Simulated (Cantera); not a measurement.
Cantera run:

```python
import numpy as np
import cantera as ct

gas_names = [...]  # 114 gases of nasa_gas.yaml made of C, Fe, H, O
cond_names = """
    C(gr) C6H6(L) C7H8(L) C8H18(L),n-octa Fe(a) Fe(c) Fe(d) Fe(L) FeC5O5(L) FeO(s) FeO(L) Fe(OH)2(s)
    Fe(OH)3(s) Fe2O3(s) Fe3O4(s) H2O(s) H2O(L)
""".split()


# ... load() reads the species with a 1 bar reference pressure and builds the phases ...
atoms = {
    'Fe2O3': {'Fe': 2, 'O': 3},
    'CO': {'C': 1, 'O': 1},
    'H2': {'H': 2},
    'C': {'C': 1},
}
top_T = {'C(gr)': 4500, 'Fe2O3(s)': 1830, 'Fe3O4(s)': 1870}  # K; cautious upper limits of use, not melting points


# ... equilibrate(T, P, feed) seeds the gas with the atoms and calls Mixture.equilibrate('TP', solver="vcs", rtol=1e-11, max_steps=5000) ...
results = []
feed = {'Fe2O3': 1, 'CO': 12, 'H2': 3.6, 'C': 7.7}  # mol
P = 1700  # Pa
for T in [900, 1000, 1100, 1200, 1300, 1400, 1500]:
    mix = equilibrate(T, P, feed)
    results.append((T, P, feed, dict(zip(mix.species_names, mix.species_moles))))
    x = sorted(zip(gas.X, gas.species_names), reverse=True)
    print(f"T = {T:g} K  P = {P:g} Pa  gas = {mix.phase_moles(0):.4g} mol")
    print("   x: " + "  ".join(f"{s} {v:.3e}" for v, s in x if v > 0.001))
    print("   condensed (mol): " + ("  ".join(f"{mix.phase(i).name} {mix.phase_moles(i):.4g}"
          for i in range(1, mix.n_phases) if mix.phase_moles(i) > 1e-12) or "none"))
```

Result:

```
T = 900 K  P = 1700 Pa  gas = 17.57 mol
   x: CO 7.429e-01  H2 1.984e-01  CO2 5.239e-02  H2O 6.083e-03
   condensed (mol): C(gr) 5.724  Fe(a) 2
T = 1000 K  P = 1700 Pa  gas = 18.47 mol
   x: CO 7.990e-01  H2 1.938e-01  CO2 6.156e-03  H2O 1.040e-03
   condensed (mol): C(gr) 4.832  Fe(a) 2
T = 1100 K  P = 1700 Pa  gas = 18.58 mol
   x: CO 8.053e-01  H2 1.935e-01
   condensed (mol): C(gr) 4.722  Fe(a) 2
T = 1200 K  P = 1700 Pa  gas = 18.59 mol
   x: CO 8.062e-01  H2 1.935e-01
   condensed (mol): C(gr) 4.705  Fe(c) 2
T = 1300 K  P = 1700 Pa  gas = 18.6 mol
   x: CO 8.064e-01  H2 1.935e-01
   condensed (mol): C(gr) 4.701  Fe(c) 2
T = 1400 K  P = 1700 Pa  gas = 18.6 mol
   x: CO 8.064e-01  H2 1.935e-01
   condensed (mol): C(gr) 4.7  Fe(c) 2
T = 1500 K  P = 1700 Pa  gas = 18.6 mol
   x: CO 8.064e-01  H2 1.935e-01
   condensed (mol): C(gr) 4.7  Fe(c) 2
```

Cantera equilibrium calculation (NASA polynomials, part measured and part estimated; ideal gas, pure solids and liquids). Iron dissolves carbon and melts from about 1420 K in contact with it, which pure phases cannot show. Condensed phases not in the tables: cementite and carbon dissolved in iron.
